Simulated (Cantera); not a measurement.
Cantera run:

```python
import numpy as np
import cantera as ct

gas_names = [...]  # 87 gases of nasa_gas.yaml made of C, H, Si
cond_names = """
    C(gr) C6H6(L) C7H8(L) C8H18(L),n-octa Si(cr) Si(L) SiC(b)
""".split()


# ... load() reads the species with a 1 bar reference pressure and builds the phases ...
atoms = {
    'SiH4': {'Si': 1, 'H': 4},
    'C2H4': {'C': 2, 'H': 4},
    'H2': {'H': 2},
}
top_T = {'C(gr)': 4500, 'SiC(b)': 3050}  # K; cautious upper limits of use, not melting points


# ... equilibrate(T, P, feed) seeds the gas with the atoms and calls Mixture.equilibrate('TP', solver="vcs", rtol=1e-11, max_steps=5000) ...
results = []
feed = {'SiH4': 1, 'C2H4': 0.39, 'H2': 4.7}  # mol
P = 1400  # Pa
for T in [925, 1025, 1125, 1225, 1325, 1425, 1525, 1625, 1725, 1825, 1925, 2025, 2125]:
    mix = equilibrate(T, P, feed)
    results.append((T, P, feed, dict(zip(mix.species_names, mix.species_moles))))
    x = sorted(zip(gas.X, gas.species_names), reverse=True)
    print(f"T = {T:g} K  P = {P:g} Pa  gas = {mix.phase_moles(0):.4g} mol")
    print("   x: " + "  ".join(f"{s} {v:.3e}" for v, s in x if v > 1e-06))
    print("   condensed (mol): " + ("  ".join(f"{mix.phase(i).name} {mix.phase_moles(i):.4g}"
          for i in range(1, mix.n_phases) if mix.phase_moles(i) > 1e-12) or "none"))
```

Output:

```
T = 925 K  P = 1400 Pa  gas = 7.48 mol
   x: H2 1.000e+00
   condensed (mol): Si(cr) 0.22  SiC(b) 0.78
T = 1025 K  P = 1400 Pa  gas = 7.48 mol
   x: H2 1.000e+00
   condensed (mol): Si(cr) 0.22  SiC(b) 0.78
T = 1125 K  P = 1400 Pa  gas = 7.48 mol
   x: H2 1.000e+00
   condensed (mol): Si(cr) 0.22  SiC(b) 0.78
T = 1225 K  P = 1400 Pa  gas = 7.48 mol
   x: H2 1.000e+00  H 2.634e-06
   condensed (mol): Si(cr) 0.22  SiC(b) 0.78
T = 1325 K  P = 1400 Pa  gas = 7.48 mol
   x: H2 1.000e+00  H 1.382e-05
   condensed (mol): Si(cr) 0.22  SiC(b) 0.78
T = 1425 K  P = 1400 Pa  gas = 7.48 mol
   x: H2 9.999e-01  H 5.765e-05
   condensed (mol): Si(cr) 0.22  SiC(b) 0.78
T = 1525 K  P = 1400 Pa  gas = 7.481 mol
   x: H2 9.998e-01  H 1.999e-04  SiH2 2.055e-06  Si 1.348e-06
   condensed (mol): Si(cr) 0.22  SiC(b) 0.78
T = 1625 K  P = 1400 Pa  gas = 7.482 mol
   x: H2 9.994e-01  H 5.961e-04  Si 1.164e-05  SiH2 6.607e-06  SiH 2.742e-06
   condensed (mol): Si(cr) 0.2198  SiC(b) 0.78
T = 1725 K  P = 1400 Pa  gas = 7.486 mol
   x: H2 9.983e-01  H 1.568e-03  Si 7.251e-05  SiH2 1.721e-05  SiH 1.225e-05
   condensed (mol): Si(L) 0.2192  SiC(b) 0.78
T = 1825 K  P = 1400 Pa  gas = 7.497 mol
   x: H2 9.959e-01  H 3.714e-03  Si 3.248e-04  SiH 4.075e-05  SiH2 3.546e-05  Si2C 3.933e-06  Si2 2.114e-06
   condensed (mol): Si(L) 0.2169  SiC(b) 0.78
T = 1925 K  P = 1400 Pa  gas = 7.52 mol
   x: H2 9.905e-01  H 8.041e-03  Si 1.243e-03  SiH 1.192e-04  SiH2 6.749e-05  Si2C 2.449e-05  Si2 1.067e-05  Si3 2.376e-06
   condensed (mol): Si(L) 0.2089  SiC(b) 0.7798
T = 2025 K  P = 1400 Pa  gas = 7.575 mol
   x: H2 9.791e-01  H 1.610e-02  Si 4.158e-03  SiH 3.117e-04  Si2C 1.265e-04  SiH2 1.196e-04  Si2 4.575e-05  Si3 9.689e-06  C2H2,acetylene 3.197e-06
   condensed (mol): Si(L) 0.1834  SiC(b) 0.779
T = 2125 K  P = 1400 Pa  gas = 7.7 mol
   x: H2 9.559e-01  H 3.001e-02  Si 1.240e-02  SiH 7.383e-04  Si2C 5.571e-04  SiH2 1.980e-04  Si2 1.704e-04  Si3 3.443e-05  C2H2,acetylene 1.149e-05  SiC2 6.357e-06
   condensed (mol): Si(L) 0.1098  SiC(b) 0.7754
```

These are equilibrium values from Cantera (NASA tables, ideal gas, pure condensed phases), not measurements of a reactor. Mutual solubility and eutectic melting of coexisting phases are not modelled. Gases not in the tables: Si2H6 and higher silanes.
